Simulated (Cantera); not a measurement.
An adiabatic, constant-pressure homogeneous reactor starts with CH4 : O2 : N2 = 1 : 1.54 : 14.9 (molar parts), equivalence ratio 1.3, at 1500 K and 3750 Torr.

Computed with Cantera and GRI-Mech 3.0 (53 species, 325 reactions).

Problem. Predict: time of steepest temperature rise; temperature at 5.00 s; equilibrium temperature; x(O2) at 5.00 s; x(H) at 5.00 s; x(NO) at 5.00 s; x(HCN) at 5.00 s; x(H2O2) at 5.00 s.

Solution. 
- time of steepest temperature rise = 0.968 ms
- temperature at 5.00 s = 2318 K
- equilibrium temperature = 2318 K
- x(O2) at 5.00 s = 2.13e-5 (gas-phase equilibrium 2.13e-5)
- x(H) at 5.00 s = 0.000680 (gas-phase equilibrium 0.000680)
- x(NO) at 5.00 s = 0.000169 (gas-phase equilibrium 0.000169)
- x(HCN) at 5.00 s = 9.59e-9 (gas-phase equilibrium 9.59e-9)
- x(H2O2) at 5.00 s = 4.33e-9 (gas-phase equilibrium 4.33e-9)
